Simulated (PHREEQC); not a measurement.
0.012 g of hydrous ferric oxide (600 m²/g; 0.2 weak and 0.005 strong sites per Fe, Dzombak-Morel constants, diffuse double layer) in 1 kg of water with 0.01 mol/kgw of an inert sodium salt and 3.7e-08 mol/kgw Na2SeO4 and 3.8e-08 mol/kgw NaF, at 25 °C; the pH is set by adding NaOH or the inert anion's acid. Oxygen is held at 0.21 atm. CO2 from the air is kept out. No solid was allowed to form.

Base run: PHREEQC, ion-association model, wateq4f.dat. Each further column changes one thing. The table gives F sorbed (%).

```csv
pH,base,background salt from 0.01 to 0.001 mol/kgw,oxide from 0.012 to 0.06 g/kgw
4,46.9,73.2,81.6
4.5,36.0,59.0,73.8
5,23.1,38.8,60.1
5.5,12.4,20.0,41.6
6,5.7,8.4,23.3
6.5,2.3,3.1,10.6
7.5,0.3,0.3,1.5
8,0.1,0.1,0.5
8.5,0.0,0.0,0.2
9,0.0,0.0,0.1
9.5,0.0,0.0,0.0
10,0.0,0.0,0.0
```
